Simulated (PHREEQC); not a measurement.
A solution holds 0.068 mol/kgw ZnCl2 and 0.29 mol/kgw FeSO4, at 25 °C. Closed to the air; pH follows from the charge balance.

The numbers come from PHREEQC with the ion-association model, phreeqc.dat.

**Question.** The ionic strength comes out as 0.726 mol/kgw. What activity coefficients do Fe+2, FeHSO4+, HSO4-, ZnOH+, FeCl+ get?

**Answer.** Fe+2 0.22, FeHSO4+ 0.75, HSO4- 0.75, ZnOH+ 0.75, FeCl+ 0.75.

Precipitation was switched off in this run. Ionic strength above about 0.7 mol/kgw puts this run outside the model's range. Complexes and solids missing from the database can't appear.
